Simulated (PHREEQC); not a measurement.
## Alkaline etch or developer

Dissolve 0.0039 mol/kgw NH3 at 25 °C. Closed to the air; pH follows from the charge balance.

All values are PHREEQC results (ion-association model, phreeqc.dat), not measurements.

Precipitation was switched off in this run.

### Question
What pH, ionic strength does the model give?

### Answer
pH 10.40; ionic strength 0.000259 mol/kgw.

### Question
In which forms is N present?

### Answer
NH3 93 %, NH4+ 6.6 % of the N.

Complexes and solids missing from the database can't appear.
